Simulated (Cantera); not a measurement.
# Stirred combustor or abatement burner

A perfectly stirred reactor is fed with 12.0 % CH4, 18.5 % O2, 69.5 % N2, at 2.10 bar; it is adiabatic with a 573 K inlet, and is followed from long to short residence time, starting on the burning branch (τ in s: 0.13, 0.06, 0.028, 0.013, 0.0063, 0.003, 0.0014, 0.00066, 0.00031, 0.00015, 7e-05, 3.3e-05).

Computed with Cantera and GRI-Mech 3.0 (53 species, 325 reactions).

| τ (s) | T (K) | x CH4 | x O2 | x H | x N2O | x CO2 |
|---|---|---|---|---|---|---|
| 0.13 | 2246 | 1.39e-5 | 6.27e-5 | 0.00134 | 1.51e-8 | 0.0509 |
| 0.060 | 2243 | 2.24e-5 | 9.80e-5 | 0.00155 | 1.92e-8 | 0.0509 |
| 0.028 | 2239 | 3.36e-5 | 0.000158 | 0.00185 | 2.54e-8 | 0.0508 |
| 0.013 | 2233 | 4.82e-5 | 0.000261 | 0.00228 | 3.46e-8 | 0.0507 |
| 0.0063 | 2225 | 6.69e-5 | 0.000421 | 0.00283 | 4.61e-8 | 0.0506 |
| 0.0030 | 2214 | 9.57e-5 | 0.000687 | 0.00353 | 6.07e-8 | 0.0503 |
| 0.0014 | 2200 | 0.000146 | 0.00114 | 0.00436 | 7.81e-8 | 0.0499 |
| 0.00066 | 2182 | 0.000238 | 0.00188 | 0.00522 | 9.62e-8 | 0.0492 |
| 0.00031 | 2158 | 0.000425 | 0.00321 | 0.00594 | 1.12e-7 | 0.0477 |
| 0.00015 | 2125 | 0.000841 | 0.00574 | 0.00619 | 1.17e-7 | 0.0451 |
| 7.0e-5 | 2043 | 0.00258 | 0.0139 | 0.00482 | 7.95e-8 | 0.0373 |
| 3.3e-5 | 573 | 0.120 | 0.185 | <1e-12 | <1e-12 | <1e-12 |
x: mole fraction; the columns are a selection and need not sum to one.
